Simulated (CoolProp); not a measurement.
Octamethylcyclotetrasiloxane (D4) along the isotherm 364.8 K: fugacity coefficient from the reference equation and from simpler models built on Tc = 586.5 K, pc = 1347 kPa, ω = 0.598; each cubic takes its own stable root.

The numbers come from the reference Helmholtz-energy equation of state, Thol 2015 in CoolProp.

| p (kPa) | phase | reference |
|---|---|---|
| 126 | liquid | 0.04887 |
| 253 | liquid | 0.02469 |
| 379 | liquid | 0.01671 |
| 505 | liquid | 0.01272 |
| 632 | liquid | 0.01031 |
| 758 | liquid | 0.008719 |
| 884 | liquid | 0.007582 |
| 1010 | liquid | 0.006730 |
| 1140 | liquid | 0.006050 |
| 1260 | liquid | 0.005548 |
| 1390 | liquid | 0.005102 |
| 1520 | liquid | 0.004734 |
| 1640 | liquid | 0.004447 |
| 1770 | liquid | 0.004180 |
| 1890 | liquid | 0.003968 |
| 2020 | liquid | 0.003766 |

Question: How far does each simpler model (van der Waals, Soave-Redlich-Kwong, Peng-Robinson) lie from the reference over these 16 states: mean and median of the absolute difference, and the worst?

Answer: 
- van der Waals: mean 2162.9 %, median 2176.0 %, worst +2355.1 % at 364.8 K and 2020 kPa
- Soave-Redlich-Kwong: mean 3.1 %, median 3.1 %, worst +4.3 % at 364.8 K and 2020 kPa
- Peng-Robinson: mean 7.7 %, median 7.7 %, worst +7.9 % at 364.8 K and 126 kPa

At some of these states van der Waals gives the other phase, because its saturation line lies elsewhere.
